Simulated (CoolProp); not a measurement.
Fluorine along the isobar 1420 kPa: Z from the reference equation and from simpler models built on Tc = 144.4 K, pc = 5240 kPa, ω = 0.045; each cubic takes its own stable root.

Computed with CoolProp (reference Helmholtz-energy equation of state, de Reuck 1990).

```json
[
 {"T (K)": "92.3", "phase": "liquid", "reference": "0.04838"},
 {"T (K)": "109.6", "phase": "liquid", "reference": "0.04513"},
 {"T (K)": "126.9", "phase": "gas", "reference": "0.8483"},
 {"T (K)": "144.2", "phase": "gas", "reference": "0.9032"},
 {"T (K)": "161.5", "phase": "gas", "reference": "0.9341"},
 {"T (K)": "178.8", "phase": "gas", "reference": "0.9533"},
 {"T (K)": "196.2", "phase": "gas", "reference": "0.9661"},
 {"T (K)": "213.5", "phase": "gas", "reference": "0.9749"},
 {"T (K)": "230.8", "phase": "gas", "reference": "0.9812"},
 {"T (K)": "248.1", "phase": "gas", "reference": "0.9858"},
 {"T (K)": "265.4", "phase": "gas", "reference": "0.9894"},
 {"T (K)": "282.7", "phase": "gas", "reference": "0.9921"},
 {"T (K)": "300", "phase": "gas", "reference": "0.9943"}
]
```

### Question
How far does each simpler model (van der Waals, Redlich-Kwong, Soave-Redlich-Kwong, Peng-Robinson) lie from the reference over these 13 states: mean and median of the absolute difference, and the worst?

### Answer
- van der Waals: mean 135.2 %, median 0.5 %, worst +1704.1 % at 109.6 K and 1420 kPa
- Redlich-Kwong: mean 0.4 %, median 0.2 %, worst +2.1 % at 109.6 K and 1420 kPa
- Soave-Redlich-Kwong: mean 0.3 %, median 0.2 %, worst +2.1 % at 109.6 K and 1420 kPa
- Peng-Robinson: mean 2.3 %, median 0.8 %, worst -11.5 % at 92.3 K and 1420 kPa

At some of these states van der Waals gives the other phase, because its saturation line lies elsewhere.
